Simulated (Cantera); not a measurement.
Feed: 1 mol B, 110 mol H2, at 75.0 Torr.

Cantera equilibrium calculation (NASA polynomials, part measured and part estimated; ideal gas, pure solids and liquids). Candidate condensed phases: B; 7 gas species. The tables' values for BH2 are old estimates; treat these amounts as uncertain. Kinetics and transport are ignored. All values below are at 1700 K.

Base state: H2 0.999, H 0.000466, BH2 6.11e-5 (mole fractions); condensed: B(s).

**Question.** What changes in the equilibrium state with this change: B replaced by borazine?

**Answer.** 
```json
[
 {"species": "H2", "before": "0.999", "after": "0.999"},
 {"species": "H", "before": "0.000466", "after": "0.000466"},
 {"species": "BH2", "before": "6.11e-5", "after": "3.47e-5"},
 {"species": "N2", "before": "0", "after": "1.86e-5"},
 {"species": "B(s), mol", "before": "0.993", "after": "0"},
 {"species": "BN(s), mol", "before": "0", "after": "3.00"}
]
```
The feed counts by its element totals alone. Further candidate phases: BN.
